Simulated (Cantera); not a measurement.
An adiabatic, constant-volume homogeneous reactor starts with 10.8 % CH₄, 3.36 % CO, 14.6 % O₂, 54.9 % N₂, 16.3 % H₂O, at 1475 K and 0.730 atm.

Computed with Cantera and GRI-Mech 3.0 (53 species, 325 reactions).

Predict: time of steepest temperature rise; temperature at 10.0 s; equilibrium temperature; x(CO) at 10.0 s; x(O₂) at 10.0 s; x(NO₂) at 10.0 s; x(HCO) at 10.0 s; x(CH₂O) at 10.0 s.


| Quantity | Value |
|---|---|
| time of steepest temperature rise | 3.32 ms |
| temperature at 10.0 s | 2685 K |
| equilibrium temperature | 2685 K |
| x(CO) at 10.0 s | 0.0874 (gas-phase equilibrium 0.0874) |
| x(O₂) at 10.0 s | 0.00143 (gas-phase equilibrium 0.00143) |
| x(NO₂) at 10.0 s | 1.52e-7 (gas-phase equilibrium 1.52e-7) |
| x(HCO) at 10.0 s | 1.76e-7 (gas-phase equilibrium 1.76e-7) |
| x(CH₂O) at 10.0 s | 4.02e-9 (gas-phase equilibrium 4.02e-9) |
